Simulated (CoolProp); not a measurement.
Saturation properties of m-xylene (Tc = 616.9 K, pc = 3535 kPa, ω = 0.326).

Computed with CoolProp (reference Helmholtz-energy equation of state, Zhou 2012).

| T (K) | p (kPa) | liquid viscosity (µPa s) | vapour viscosity (µPa s) |
|---|---|---|---|
| 484.3 | 506.5 | 135 | 10.5 |
| 496 | 626.3 | 125 | 10.8 |
| 507.7 | 766.4 | 115 | 11.1 |
| 519.4 | 928.9 | … | 11.4 |
| 531 | … | 98.3 | 11.7 |
| 542.7 | 1329 | … | 12.1 |
| 554.4 | 1573 | 82.6 | 12.5 |
| 566.1 | … | 75.0 | … |
| 577.8 | 2164 | 67.4 | 13.6 |

### Question
Some entries are withheld; supply them.

### Answer

- 519.4, liquid viscosity (µPa s): 107
- 531, p (kPa): 1115
- 542.7, liquid viscosity (µPa s): 90.3
- 566.1, p (kPa): 1850
- 566.1, vapour viscosity (µPa s): 13.0

It boils at 412.2 K under 1 atm.

Viscosity comes from a separate model (Cao 2016).
